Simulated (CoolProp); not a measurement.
The numbers come from the reference Helmholtz-energy equation of state, Zhou 2012 in CoolProp.

**Question.** For o-xylene, give the phase and the cp (kJ/(kg K)), cv (kJ/(kg K)), expansivity (1/kK), viscosity (µPa s) at 256.85 °C and 122 bar; 292.85 °C and 122 bar; 328.85 °C and 122 bar.

**Answer.** 
- 256.85 °C and 122 bar: liquid; cp 2.53, cv 2.09, expansivity 1.50, viscosity 152
- 292.85 °C and 122 bar: liquid; cp 2.66, cv 2.19, expansivity 1.75, viscosity 128
- 328.85 °C and 122 bar: liquid; cp 2.79, cv 2.28, expansivity 2.10, viscosity 106

Viscosity comes from a separate model (Cao 2016).
